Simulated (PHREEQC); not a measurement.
# Spent oxide etchant (model solution)

Solution (20 °C): 0.018 mol/kgw HF, 0.00044 mol/kgw H2SiF6, 0.066 mol/kgw H3PO4 and 5.4e-05 mol/kgw HNO3. Closed to the air; pH follows from the charge balance.

Equilibrium calculation in PHREEQC: ion-association model, wateq4f.dat.

The pH comes out as 1.72. The ionic strength comes out as 0.0221 mol/kgw and the total alkalinity is -86.7 meq/kg.

| species | molality | activity | log γ |
|---|---|---|---|
| H3PO4 | 0.0460 | 0.0463 | 0.002 |
| H+ | 0.0216 | 0.0192 | -0.052 |
| H2PO4- | 0.0200 | 0.0174 | -0.059 |
| HF | 0.0157 | 0.0158 | 0.002 |
| H2F2 | 0.000770 | 0.000774 | 0.002 |
| F- | 0.000695 | 0.000599 | -0.064 |
| SiF6-2 | 0.000440 | 0.000252 | -0.242 |
| NO3- | 5.40e-5 | 4.64e-5 | -0.066 |
| HF2- | 4.03e-5 | 3.47e-5 | -0.064 |
| HPO4-2 | 9.56e-8 | 5.48e-8 | -0.242 |

This is a speciation only: nothing precipitates in the calculation. wateq4f.dat counts part of the HF as a dimer, H2F2, which phreeqc.dat doesn't know; its constant is uncertain. H3PO4, which wateq4f.dat lacks, is added to it with the constant of phreeqc.dat. SiF6-2 is the database's only silicon fluoride.
